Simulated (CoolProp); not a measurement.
Chlorine at 293.15 K and 0.122 MPa is compressed adiabatically to 0.4 MPa with isentropic efficiency 0.9. Each further row changes one setting.

The numbers come from the reference Helmholtz-energy equation of state, Thol 2021 in CoolProp.

```tsv
case	work (kJ/kg)	final temperature (K)	final density (kg/m³)
as stated	51.6	401.0	8.67
efficiency 1	46.5	391.0	8.91
efficiency 0.65	71.5	439.6	7.87
```
